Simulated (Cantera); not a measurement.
Charge: 1 mol B, 3.6 mol H₂, held at 2075 °C and 350 Pa.

Cantera equilibrium calculation (NASA polynomials, part measured and part estimated; ideal gas, pure solids and liquids). Candidate condensed phases: B; 7 gas species. The tables' values for BH₂ are old estimates; treat these amounts as uncertain. Kinetics and transport are ignored.

Question: What is the equilibrium state?

Answer: 
```
Item           Result
----------  ---------
x(H₂)           0.805
x(H)            0.187
x(B)          0.00523
x(BH₂)        0.00205
x(BH)        0.000214
x(BH₃)        3.27e-6
n(B(s))     0.970 mol
gas amount  3.996 mol
```
